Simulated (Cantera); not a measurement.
A perfectly stirred reactor is fed with 29.7 % CH4, 68.2 % CO2, 2.14 % H2, at 0.610 bar; it is held at 1748 K, and followed from long to short residence time.

Cantera simulation using GRI-Mech 3.0 (53 species, 325 reactions); the numbers are that mechanism's predictions, not measurements.

One state of this run: x CH4 = 0.0140; x CO2 = 0.137; x H2 = 0.181; x CO = 0.463; x HO2 = <1e-12; x H2O2 = 3.88e-12. x: mole fraction; the columns are a selection and need not sum to one.

Question: Which value of τ (s) does it belong to?
A. 0.33
B. 0.79
C. 0.0039
D. 0.0094

Answer: B, 0.79
